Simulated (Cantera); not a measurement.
A perfectly stirred reactor is fed with CH₄ : O₂ : N₂ = 1 : 4.55 : 17.1 (molar parts), at 4.60 bar; it is adiabatic with a 800 K inlet, and is followed from long to short residence time, starting on the burning branch (τ in s: 0.13, 0.059, 0.027, 0.012, 0.0057, 0.0026, 0.0012, 0.00054, 0.00025, 0.00011, 5.2e-05, 2.4e-05, 1.1e-05).

Computed with Cantera and GRI-Mech 3.0 (53 species, 325 reactions).

Predict: blow-out, bracketed by the residence times tried; x(CH₄) at τ = 0.130 s; x(O₂) at τ = 0.130 s; x(CH₂) at τ = 0.130 s; x(HCO) at τ = 0.130 s; x(CH₄) at τ = 1.20 ms; x(O₂) at τ = 1.20 ms; x(CH₂) at τ = 1.20 ms; x(C₂H₆) at τ = 1.20 ms; x(HCO) at τ = 1.20 ms.


```
Item                                                                            Result
------------------------------------------------  ------------------------------------
blow-out, bracketed by the residence times tried  burning at 0.250 ms, out at 0.110 ms
x(CH₄) at τ = 0.130 s                                                          4.41e-6
x(O₂) at τ = 0.130 s                                                             0.112
x(CH₂) at τ = 0.130 s                                                          4.09e-9
x(HCO) at τ = 0.130 s                                                          1.80e-9
x(CH₄) at τ = 1.20 ms                                                         0.000122
x(O₂) at τ = 1.20 ms                                                             0.113
x(CH₂) at τ = 1.20 ms                                                          3.01e-7
x(C₂H₆) at τ = 1.20 ms                                                         3.02e-8
x(HCO) at τ = 1.20 ms                                                          2.04e-7
```
